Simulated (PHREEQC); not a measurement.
**Brine: speciation**

A solution holds 4.1 mol KCl, 0.048 mol MgSO4 and 0.0001 mol H4SiO4 per kg of water, at 5 °C. Closed to the air; pH follows from the charge balance.

Model: Pitzer model, pitzer.dat, run in PHREEQC.

No solid was allowed to form.

Question: Estimate the pH, osmotic coefficient, density.

Answer: pH 6.68; osmotic coefficient 0.943; density 1.168 g/cm³.

Saturation is exceeded, for instance for Sylvite; the values hold only as long as no solid forms. In brines, pH and single-ion activities rest on the MacInnes convention. At this temperature some constants are extrapolated from 25 °C, and those without enthalpy data are left unchanged.
